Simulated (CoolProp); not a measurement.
1000 sccm (0 °C, 1 atm) of nitrogen bubbles through liquid R1233zd(E) at 276.6 K and leaves saturated at a total pressure of 0.15 MPa (ideal gas phase). Each further row changes one setting.

Values from CoolProp's reference Helmholtz-energy equation of state, Akasaka 2022.

```json
[
 {"case": "as stated", "vapour pressure (kPa)": "56.3", "mole fraction of vapour": "0.375", "delivery (mg/min)": "…", "delivery (sccm)": "601", "change of delivery for a bath 1 K warmer (%)": "7.1"},
 {"case": "bath temperature 281.6 K", "vapour pressure (kPa)": "69.3", "mole fraction of vapour": "…", "delivery (mg/min)": "…", "delivery (sccm)": "860", "change of delivery for a bath 1 K warmer (%)": "8.0"},
 {"case": "total pressure 0.3 MPa", "vapour pressure (kPa)": "56.3", "mole fraction of vapour": "0.188", "delivery (mg/min)": "1350", "delivery (sccm)": "231", "change of delivery for a bath 1 K warmer (%)": "5.4"}
]
```

### Question
What belongs in the gaps?

### Answer

- as stated, delivery (mg/min): 3500
- bath temperature 281.6 K, mole fraction of vapour: 0.462
- bath temperature 281.6 K, delivery (mg/min): 5000
